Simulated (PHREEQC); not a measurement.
PHREEQC input (Pitzer model, pitzer.dat):

```
SOLUTION 1
  temp 25
  units mol/kgw
  pH 7 charge
  S(6) 0.46
  Mg 0.35
  K 0.22
END
USE solution 1
INCREMENTAL_REACTIONS false
REACTION 1
  H2O -1
  0 9.886 18.011 24.689 30.178 34.689 38.397 41.444
  43.949 46.007 47.699 49.089 50.232 51.172 51.944 52.578 moles
EQUILIBRIUM_PHASES 1
  Arcanite 0 0
  Brucite 0 0
  Epsomite 0 0
  Hexahydrite 0 0
  Kieserite 0 0
  Leonite 0 0
  Misenite 0 0
  Schoenite 0 0
SELECTED_OUTPUT 1
  -reset false
  -pH true
  -pe true
  -ionic_strength true
  -water true
  -activities H2O
  -totals K Mg S
  -molalities H+ K+ Mg+2 SO4-2 OH- HSO4- MgOH+
  -equilibrium_phases Arcanite Brucite Epsomite Hexahydrite Kieserite Leonite Misenite Schoenite
PRINT
  -reset false
END
```

Selected output (columns that matter, 16 of 16 rows; water left (kg) added in front):

```
water left (kg)	pH	mu	K	Mg	S	m_H+	m_K+	m_Mg+2	m_SO4-2	m_OH-	la_H2O	Epsomite	Schoenite
1	6.7837	1.73	0.22	0.35	0.46	3.1027e-07	0.22	0.35	0.46	1.7156e-07	-0.0046191	0	0
0.821894	6.7539	2.1049	0.26767	0.42585	0.55968	3.34e-07	0.26767	0.42584	0.55968	1.732e-07	-0.0055312	0	0
0.675514	6.7195	2.561	0.32568	0.51812	0.68096	3.5839e-07	0.32568	0.51812	0.68096	1.7401e-07	-0.0066332	0	0
0.555203	6.6793	3.116	0.39625	0.6304	0.82853	3.8186e-07	0.39625	0.6304	0.82852	1.737e-07	-0.0079799	0	0
0.456313	6.632	3.7912	0.48213	0.76702	1.0081	4.0172e-07	0.48213	0.76702	1.0081	1.7196e-07	-0.0096555	0	0
0.375043	6.5756	4.6128	0.5866	0.93323	1.2265	4.1376e-07	0.5866	0.93322	1.2265	1.6845e-07	-0.011793	0	0
0.30824	6.5078	5.6125	0.71373	1.1355	1.4923	4.1187e-07	0.71373	1.1355	1.4923	1.6293e-07	-0.014608	0	0
0.253345	6.4264	6.8286	0.86838	1.3815	1.8157	3.8839e-07	0.86838	1.3815	1.8157	1.5536e-07	-0.018448	0	0
0.208215	6.329	8.3087	1.0566	1.681	2.2093	3.3614e-07	1.0566	1.681	2.2093	1.4617e-07	-0.023877	0	0
0.169673	6.2251	9.637	1.1369	1.9829	2.5514	2.9728e-07	1.1369	1.9829	2.5514	1.3785e-07	-0.029439	0	0.013551
0.136082	6.114	10.537	0.99488	2.2611	2.7585	3.1523e-07	0.99488	2.2611	2.7585	1.3044e-07	-0.033648	0	0.042308
0.108623	5.9709	11.76	0.83478	2.6269	3.0443	3.2971e-07	0.83478	2.6269	3.0443	1.2061e-07	-0.040681	0	0.064662
0.0857305	5.7933	13.353	0.66813	3.0877	3.4218	3.3274e-07	0.66813	3.0877	3.4218	1.0817e-07	-0.052171	0.0039252	0.08136
0.0582661	5.7933	13.353	0.66813	3.0877	3.4218	3.3274e-07	0.66813	3.0877	3.4218	1.0817e-07	-0.052171	0.079554	0.090535
0.0357102	5.7933	13.353	0.66813	3.0877	3.4218	3.3274e-07	0.66813	3.0877	3.4218	1.0817e-07	-0.052171	0.14167	0.09807
0.0171863	5.7933	13.353	0.66813	3.0877	3.4218	3.3274e-07	0.66813	3.0877	3.4218	1.0817e-07	-0.052171	0.19267	0.10426
```

Complexes and solids missing from the database can't appear.
